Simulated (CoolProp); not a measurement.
Model: reference Helmholtz-energy equation of state, Lemmon 2016, in CoolProp.

Task: For R115, give the phase and the cp (kJ/(kg K)), speed of sound (m/s), Joule-Thomson coefficient (K/MPa) at 189.7 K and 10.5 kPa; 371.8 K and 6670 kPa; 266.4 K and 41.2 kPa.

Result: 
- 189.7 K and 10.5 kPa: liquid; cp 0.872, speed of sound 813, Joule-Thomson coefficient -0.433
- 371.8 K and 6670 kPa: supercritical; cp 1.40, speed of sound 177, Joule-Thomson coefficient 1.88
- 266.4 K and 41.2 kPa: gas; cp 0.673, speed of sound 124, Joule-Thomson coefficient 18.1
